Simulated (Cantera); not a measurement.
Transport properties of process gases

Gas mixture: 72.5 % C2H6, 27.5 % NH3, at 0.237 atm, frozen composition.

Cantera's kinetic-theory transport with the Lennard-Jones parameters of GRI-Mech 3.0, ideal gas; thermal conductivity in the mixture-averaged form. Polar gases are described roughly by these parameters. The composition is frozen, though it would react at the higher temperatures.

```tsv
T (K)	ρ (kg/m³)	cp (J/kg/K)	μ (µPa s)	λ (mW/m/K)	Pr	D (cm²/s) CO2	D (cm²/s) C2H2	D (cm²/s) O
400	0.191	2185	12.7	37.8	0.734	0.865	0.923	1.80
650	0.118	3078	19.5	80.2	0.747	2.13	2.25	4.21
900	0.0849	3717	25.2	126	0.747	3.80	4.00	7.34
1150	0.0665	4215	30.3	170	0.750	5.82	6.11	11.1
1400	0.0546	4570	34.9	213	0.749	8.14	8.54	15.4
1650	0.0463	4832	39.2	253	0.747	10.8	11.3	20.3
1900	0.0402	5023	43.1	291	0.744	13.6	14.3	25.6
2150	0.0356	5163	46.9	327	0.741	16.8	17.6	31.5
```
D: mixture-averaged diffusion coefficient of that species in the mixture.
